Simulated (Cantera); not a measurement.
Source: NASA polynomial tables (part measured, part estimated), evaluated in Cantera. Values are per mole of reaction as written; species without (g) are pure solids or liquids, kept so even where they would boil at 1 bar.

Si(g) + 2 H(g) → SiH₂(g), with ΔH° = -640.7 kJ and ΔS° = -190.0 J/K at 300 K.

### Question
How far is the shortcut ΔG° ≈ ΔH°(300 K) − T·ΔS°(300 K) from the full temperature-dependent value at 398, 498, 598, 698, 798, 898, 998 K?

### Answer
```csv
T (K),shortcut (kJ),full (kJ),difference (kJ),difference in log10 K
398,-565.1,-564.7,-0.4,0.05
498,-546.1,-544.7,-1.4,0.15
598,-527.0,-524.3,-2.8,0.24
698,-508.0,-503.6,-4.4,0.33
798,-489.0,-482.8,-6.2,0.41
898,-470.0,-461.9,-8.1,0.47
998,-451.0,-441.0,-10.1,0.53
```
The shortcut ignores the heat-capacity change of the reaction.
